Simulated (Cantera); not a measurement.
Input: 1 mol Pb, 0.44 mol CO, 2.9 mol N2, held at 100 Torr.

Equilibrium computed with Cantera from the NASA thermochemical tables; the gas is ideal and each condensed phase is pure. Candidate condensed phases: C, Pb, PbO, PbO2, Pb3O4; 27 gas species. The numbers say what is thermodynamically allowed, not how fast it happens.

Over these rows the condensed part is C(graphite) + Pb(l). Partial pressures as log10 of bar:

```
T (K)  1000/T (1/K)  log p CO2  log p N2  log p CO
-----  ------------  ---------  --------  --------
825          1.2121      -2.37     -0.92     -2.01
875          1.1429      -2.69     -0.93     -1.86
925          1.0811          ?     -0.93     -1.79
975          1.0256      -3.55     -0.94     -1.77
1025         0.9756      -3.98     -0.94     -1.76
1075         0.9302      -4.38     -0.94     -1.76
```

Fit log p(CO2) = a + b·(1000/T) to the five rows, give the apparent enthalpy, and predict the row at 925 K.

Means: 1000/T = 1.0573, log p = -3.394. Sxy = 0.396920, Sxx = 0.0551246, so b = 7.20 and a = -3.394 − (7.20)×1.0573 = -11.01.
Apparent enthalpy: −19.145 × (7.20) = -138 kJ/mol. With the condensed phases at unit activity, 2 CO(g) = CO2(g) + C(graphite) links this pressure to the main gases: over the six rows their terms move log p by +0.50 in all, so the slope isn't that reaction's ΔH° alone. The five rows lie within 0.09 of the line.
Prediction at 925 K: -11.01 + (7.20)×1.0811 = -3.23. The computed value is -3.11, 0.12 from the line.
